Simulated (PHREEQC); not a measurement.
Solution (25 °C): 0.038 mol/kgw NaH2PO4, 0.0039 mol/kgw K2HPO4 and 0.088 mol/kgw KCl. Closed to the air; pH follows from the charge balance.

Equilibrium calculation in PHREEQC: ion-association model, phreeqc.dat.

```json
[
 {"quantity": "pH", "before": "5.83", "after": "6.12"},
 {"quantity": "ionic strength (mol/kgw)", "before": "0.137", "after": "0.148"},
 {"quantity": "H2PO4- (mol/kgw)", "before": "0.0380", "after": "0.0380"},
 {"quantity": "KHPO4- (mol/kgw)", "before": "0.000219", "after": "0.000458"}
]
```

What was changed between the two runs?
(A) temperature from 25 to 90 °C
(B) KCl left out
(C) diluted 5-fold with water
(D) diluted 100-fold with water
(E) K2HPO4 from 0.0039 to 0.0078 mol/kgw

E, K2HPO4 from 0.0039 to 0.0078 mol/kgw

Precipitation was switched off in this run.
